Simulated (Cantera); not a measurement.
Feed: 1 mol S, 0.0039 mol SO2, 4.1 mol N2, held at 2025 °C and 3.90 bar.

Method: chemical equilibrium by Gibbs-energy minimisation in Cantera with the NASA 1993 tables (ideal gas, pure condensed phases). The numbers say what is thermodynamically allowed, not how fast it happens.

```json
[
 {"species": "N2", "before": "0.889", "after": "0.891"},
 {"species": "S2", "before": "0.107", "after": "0.108"},
 {"species": "SO2", "before": "0.000150", "after": "0.000616"},
 {"species": "S", "before": "0.00288", "after": "1.55e-5"},
 {"species": "SN", "before": "4.41e-5", "after": "3.61e-7"},
 {"species": "SO", "before": "0.00125", "after": "0.000138"},
 {"species": "S2O", "before": "0.000142", "after": "0.000324"}
]
```
Gas species are given as mole fractions.

**Question.** Name the change that produced these shifts.
(A) temperature from 2025 °C to 3125 °C
(B) temperature from 2025 °C to 227 °C
(C) temperature from 2025 °C to 1302 °C
(D) temperature from 2025 °C to 2900 °C

**Answer.** C, temperature from 2025 °C to 1302 °C
